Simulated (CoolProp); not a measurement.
The fluid at 298.15 K and 15.5 MPa (stagnation) flows isentropically through a choked orifice. The same conditions are run with several fluids, on thermodynamics alone (safety and materials aside).

The numbers come from the reference Helmholtz-energy equation of state of each fluid (oxygen: Schmidt 1985; nitrogen: Span 2000; carbon monoxide: Lemmon 2006) in CoolProp.

Task: Rank oxygen, nitrogen, carbon monoxide by throat to inlet pressure ratio, highest first.

Result: oxygen (0.507), nitrogen (0.499), carbon monoxide (0.496)

```
fluid            mass flux (kg/(m² s))  throat temperature (K)
---------------  ---------------------  ----------------------
oxygen                           41100                   243.5
nitrogen                         37400                   242.7
carbon monoxide                  37700                   242.4
```
